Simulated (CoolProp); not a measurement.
Vapour-liquid equilibrium of n-butane (1) + benzene (2) at 297.7 K; x and y are mole fractions of (1).

The numbers come from the multi-fluid Helmholtz-energy mixture model, Bücker 2006 and Thol 2012; pair parameters Bell 2016 in CoolProp.

```tsv
x	bubble pressure, mixture model (MPa)	bubble pressure, Raoult's law (MPa)	y, mixture model	y, Raoult's law
0.05	0.02815	0.02381	0.577	0.504
0.15	0.05927	0.04655	0.817	0.773
0.25	0.08836	0.06930	0.889	0.865
0.35	0.1143	0.09205	0.923	0.912
0.45	0.1370	0.1148	0.943	0.940
0.55	0.1567	0.1375	0.956	0.959
0.65	0.1746	0.1603	0.966	0.973
0.75	0.1916	0.1830	0.975	0.983
0.85	0.2093	0.2058	0.984	0.991
0.95	0.2289	0.2285	0.994	0.997
```

The largest gap from Raoult's law is +27.5 % in bubble pressure, at x = 0.25. No azeotrope shows between x = 0.05 and 0.95.

The pair parameters rest on a limited set of measurements; away from them the model extrapolates.
